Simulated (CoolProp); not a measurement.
The fluid at 298.15 K and 0.0197 MPa is throttled through a valve to 0.0128 MPa with no heat exchange. The same conditions are run with several fluids, on thermodynamics alone (safety and materials aside).

The numbers come from the reference Helmholtz-energy equation of state of each fluid (isohexane: Lemmon 2006; R245fa: Akasaka 2015; R11: Jacobsen 1992; trans-2-butene: Lemmon 2005; R507A: Lemmon 2003) in CoolProp. Blends and air are pseudo-pure fits.

```csv
fluid,temperature change (K),final density (kg/m³)
isohexane,-0.3,(withheld)
R245fa,-0.2,(withheld)
R11,-0.3,(withheld)
trans-2-butene,-0.2,(withheld)
R507A,(withheld),0.512
```

Question: Complete the blanks.

Answer: 
- isohexane, final density (kg/m³): 0.449
- R245fa, final density (kg/m³): 0.696
- R11, final density (kg/m³): 0.713
- trans-2-butene, final density (kg/m³): 0.291
- R507A, temperature change (K): -0.1
